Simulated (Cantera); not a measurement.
A freely propagating, adiabatic, planar premixed flame of 8.01 % CH₄, 0.881 % CO, 19.2 % O₂, 72.0 % N₂, unburnt at 550 K and 7500 Torr; mixture-averaged transport, grid criteria slope 0.08 and curve 0.16, no radiation.

Cantera simulation using GRI-Mech 3.0 (53 species, 325 reactions); the numbers are that mechanism's predictions, not measurements. Burning velocities carry a grid error of a few per cent, more on coarse grids.

Predict: laminar burning velocity; thermal thickness; peak x(H).


| Item | Result |
|---|---|
| laminar burning velocity | 39.1 cm/s |
| thermal thickness | 0.0741 mm |
| peak x(H) | 0.00101 |
